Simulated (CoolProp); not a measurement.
Vapour-liquid equilibrium of R152A (1) + isobutene (2) at 1.28 MPa; x and y are mole fractions of (1).

Computed with CoolProp (multi-fluid Helmholtz-energy mixture model, Outcalt 1996 and Lemmon 2005; pair parameters Bell 2016).

Q: Give the bubble temperature and the first vapour's composition at x = 0.05, 0.35, 0.65. Is there an azeotrope?

A: x = 0.05: 350.3 K, y = 0.119; x = 0.35: 333.9 K, y = 0.512; x = 0.65: 327.8 K, y = 0.717. y crosses x between x = 0.8 and 0.95: the model has an azeotrope there.

Pair parameters are fitted to limited data, so mixtures are less certain than the pure fluids.
